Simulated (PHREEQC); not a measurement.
0.44 g of hydrous ferric oxide (600 m²/g; 0.2 weak and 0.005 strong sites per Fe, Dzombak-Morel constants, diffuse double layer) in 1 kg of water with 0.001 mol/kgw of an inert sodium salt and 0.13 mmol/kgw CuCl2, at 25 °C; the pH is set by adding NaOH or the inert anion's acid. Oxygen alone is held at its pressure in air (log pO2 = -0.68). The system is closed to CO2. No solid was allowed to form.

The series has 13 steps of pH, from 3 to 11.

All values are PHREEQC results (ion-association model, wateq4f.dat), not measurements.

Problem. Near which pH is half of the Cu sorbed, and on which side is more sorbed?

Solution. Near pH 5.2, with more sorbed at higher pH.

Problem. At which pH does the surface charge pass through zero?

Solution. Near pH 8.4.

Species that the database lacks are ignored. The database's constant for dissolved Cu(OH)2 is higher than later reviews accept. The oxide is taken as insoluble; below pH 4 it would dissolve.
